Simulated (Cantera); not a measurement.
An isothermal, constant-pressure homogeneous reactor starts with CH4 : N2 = 1 : 4.7 (molar parts), at 1548 K and 0.00540 bar. Integrator tolerance rtol = 1e-08.

Cantera simulation using GRI-Mech 3.0 (53 species, 325 reactions); the numbers are that mechanism's predictions, not measurements. GRI-Mech 3.0 stops at C3 and has no aromatics, soot or wall deposition, so with more carbon than oxygen in the feed, carbon stays in small species such as C2H2 where larger ones or solid carbon would form. Radical loss at walls, strong at low pressure, is not modelled.

Problem. What does this change do: pressure from 0.00540 bar to 0.000520 bar?

Solution. 
```json
[
 {"quantity": "x(CH4) at 7.00 s", "before": "0.0441 (gas-phase equilibrium 5.50e-5)", "after": "0.158 (gas-phase equilibrium 5.29e-6)"},
 {"quantity": "x(C2H6) at 7.00 s", "before": "6.64e-6 (gas-phase equilibrium 5.51e-11)", "after": "9.79e-6 (gas-phase equilibrium <1e-12)"},
 {"quantity": "x(H) at 7.00 s", "before": "7.22e-5 (gas-phase equilibrium 0.000200)", "after": "9.70e-6 (gas-phase equilibrium 0.000643)"},
 {"quantity": "x(CH2) at 7.00 s", "before": "1.30e-7 (gas-phase equilibrium 7.80e-10)", "after": "3.08e-7 (gas-phase equilibrium 7.80e-10)"},
 {"quantity": "x(CH3) at 7.00 s", "before": "0.000382 (gas-phase equilibrium 9.95e-7)", "after": "0.00118 (gas-phase equilibrium 3.08e-7)"}
]
```

Problem. What does this change do: pressure from 0.00540 bar to 1.01 bar?

Solution. 
```tsv
quantity	before	after
x(CH4) at 7.00 s	0.0441 (gas-phase equilibrium 5.50e-5)	0.0126 (gas-phase equilibrium 0.00903)
x(C2H6) at 7.00 s	6.64e-6 (gas-phase equilibrium 5.51e-11)	3.13e-6 (gas-phase equilibrium 1.57e-6)
x(H) at 7.00 s	7.22e-5 (gas-phase equilibrium 0.000200)	1.40e-5 (gas-phase equilibrium 1.42e-5)
x(CH2) at 7.00 s	1.30e-7 (gas-phase equilibrium 7.80e-10)	1.03e-9 (gas-phase equilibrium 7.22e-10)
x(CH3) at 7.00 s	0.000382 (gas-phase equilibrium 9.95e-7)	1.73e-5 (gas-phase equilibrium 1.23e-5)
```
